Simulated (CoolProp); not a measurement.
Vapour-liquid equilibrium of toluene (1) + o-xylene (2) at 314.8 K; x and y are mole fractions of (1).

Values from CoolProp's multi-fluid Helmholtz-energy mixture model, Lemmon 2006 and Zhou 2012; pair parameters Bell 2016.

```
x      bubble pressure (kPa)  y at the bubble point  dew pressure at overall composition x (kPa)  liquid density (mol/L)
-----  ---------------------  ---------------------  -------------------------------------------  ----------------------
0.05                   2.546                  0.162                                        2.330                   8.167
0.125                  3.012                  0.348                                        2.470                   8.240
0.2                    3.490                  0.487                                        2.628                   8.314
0.275                  3.975                  0.592                                        2.809                   8.390
0.35                   4.462                  0.675                                        3.017                   8.466
0.425                  4.947                  0.741                                        3.259                   8.544
0.5                    5.428                  0.794                                        3.545                   8.623
0.575                  5.903                  0.839                                        3.887                   8.703
0.65                   6.371                  0.876                                        4.304                   8.785
0.725                  6.834                  0.909                                        4.823                   8.868
0.8                    7.292                  0.937                                        5.485                   8.953
0.875                  7.748                  0.962                                        6.354                   9.040
0.95                   8.204                  0.986                                        7.518                   9.128
```

No azeotrope shows between x = 0.05 and 0.95.

Pair parameters are fitted to limited data, so mixtures are less certain than the pure fluids. The gap from Raoult's law changes sign with composition, which may be real or a fault of the pair parameters; it wasn't checked against measurements.
